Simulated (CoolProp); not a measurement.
A simple Rankine cycle with dimethyl carbonate: condensing at 323.15 K, boiler at 2.31 MPa, turbine inlet 599 K, turbine efficiency 0.9, pump efficiency 0.7, no recuperator. Each further row changes one setting.

The numbers come from the reference Helmholtz-energy equation of state, Zhou 2011 in CoolProp.

| case | thermal efficiency (%) | net work (kJ/kg) | heat in (kJ/kg) | turbine exit temperature (K) | volume ratio over the turbine |
|---|---|---|---|---|---|
| as stated | 23.5 | 190 | 808 | 473.2 | 90.7 |
| condensing temperature 315.15 K | 24.7 | 203 | 823 | 465.0 | 126 |
| boiler pressure 1.62 MPa | 22.1 | 181 | 818 | 484.9 | 62.1 |
| turbine efficiency 0.8 | 20.9 | 169 | 808 | 486.4 | 93.2 |
